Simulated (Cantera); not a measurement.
Input: 1 mol B2H6, 0.12 mol O2, 1 mol NH3, held at 0.133 bar.

These are equilibrium values from Cantera (NASA tables, ideal gas, pure condensed phases), not measurements of a reactor. Candidate condensed phases: B, BN, B2O3, B3O3H3, H2O; 39 gas species. The feed counts by its element totals alone. Mutual solubility and eutectic melting of coexisting phases are not modelled. Kinetics and transport are ignored. All values below are at 1098 K.

Base state: H2 0.998, B3O3H3 0.00239, HBO 2.35e-5 (mole fractions); condensed: B(s) + BN(s) + B2O3(l).

Task: What changes in the equilibrium state with this change: NH3 from 1 to 3.1 mol?

Result: 
```tsv
species	before	after
H2	0.998	0.923
N2	<1e-9	0.0755
H2O	1.22e-7	0.00186
B3O3H3	0.00239	1.00e-9
HBO2	1.61e-7	1.99e-5
NH3	<1e-9	1.04e-5
HBO	2.35e-5	1.76e-7
B(s), mol	0.829	0
BN(s), mol	1.00	1.85
B2O3(l), mol	0.0692	0.0748
```
Gases not in the tables: H3BO3.
